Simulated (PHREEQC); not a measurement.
A solution holds 0.0056 mol/kgw HF, 0.0015 mol/kgw (NH4)2SiF6, 0.0014 mol/kgw H3AsO4 and 0.23 mol/kgw H2SO4, at 25 °C. Closed to the air; pH follows from the charge balance.

The numbers come from PHREEQC with the ion-association model, wateq4f.dat.

```yaml
pH: 0.69
ionic_strength: 0.290 mol/kgw
activity_of_water: 0.991
total_alkalinity: -473 meq/kg
```

| species | molality | activity | log γ |
|---|---|---|---|
| H+ | 0.258 | 0.202 | -0.106 |
| HSO4- | 0.201 | 0.142 | -0.153 |
| SO4-2 | 0.0283 | 0.00721 | -0.595 |
| HF | 0.00736 | 0.00787 | 0.029 |
| NH4+ | 0.00274 | 0.00201 | -0.134 |
| H3AsO4 | 0.00135 | 0.00145 | 0.029 |

This is a speciation only: nothing precipitates in the calculation. The solution is supersaturated, for example in Quartz (slow to form), Chalcedony (slow to form), so a real one may precipitate; this is no full list. SiF6-2 is the database's only silicon fluoride.
